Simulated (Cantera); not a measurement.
Cantera run, input and output.

```python
import numpy as np
import cantera as ct

gas = ct.Solution("gri30.yaml", transport_model="mixture-averaged")
show = ['CO2', 'NO', 'H']

rows = []
print(f"{'T/K':>7s}{'rho':>11s}{'cp':>10s}{'mu':>11s}{'lambda':>11s}{'Pr':>7s}" + "".join(f"{'D_' + s:>11s}" for s in show))
for T in [400, 650, 900, 1150, 1400, 1650, 1900, 2150]:
    gas.TPX = T, 3100, {'C3H8': 1, 'CH3OH': 0.29, 'H2O': 0.2, 'CH4': 0.92}
    Pr = gas.cp_mass * gas.viscosity / gas.thermal_conductivity
    D = [gas.mix_diff_coeffs_mole[gas.species_index(s)] for s in show]
    rows.append([gas.density, gas.cp_mass, gas.viscosity, gas.thermal_conductivity, Pr, *D])
    print(f"{T:7g}{gas.density:11.4e}{gas.cp_mass:10.1f}{gas.viscosity:11.4e}"
          f"{gas.thermal_conductivity:11.4e}{Pr:7.3f}" + "".join(f"{d:11.4e}" for d in D))
print("SI units: kg/m3, J/kg/K, Pa s, W/m/K, m2/s")
```

It prints:

```
    T/K        rho        cp         mu     lambda     Pr      D_CO2       D_NO        D_H
    400 2.7751e-02    2134.4 1.2399e-05 3.7417e-02  0.707 6.3180e-04 8.3849e-04 4.7864e-03
    650 1.7078e-02    2999.1 1.8800e-05 7.7353e-02  0.729 1.5457e-03 1.9719e-03 1.1413e-02
    900 1.2334e-02    3640.5 2.4251e-05 1.2028e-01  0.734 2.7499e-03 3.4427e-03 2.0049e-02
   1150 9.6526e-03    4105.3 2.9070e-05 1.6281e-01  0.733 4.2036e-03 5.2092e-03 3.0434e-02
   1400 7.9289e-03    4449.6 3.3441e-05 2.0379e-01  0.730 5.8815e-03 7.2451e-03 4.2405e-02
   1650 6.7276e-03    4717.3 3.7481e-05 2.4284e-01  0.728 7.7667e-03 9.5318e-03 5.5851e-02
   1900 5.8424e-03    4923.3 4.1266e-05 2.7983e-01  0.726 9.8470e-03 1.2056e-02 7.0689e-02
   2150 5.1630e-03    5080.6 4.4850e-05 3.1480e-01  0.724 1.2113e-02 1.4805e-02 8.6853e-02
SI units: kg/m3, J/kg/K, Pa s, W/m/K, m2/s
```

Model: GRI-Mech 3.0 (53 species, 325 reactions), integrated in Cantera. Polar gases are described roughly by these parameters. The composition is frozen, though it would react at the higher temperatures.
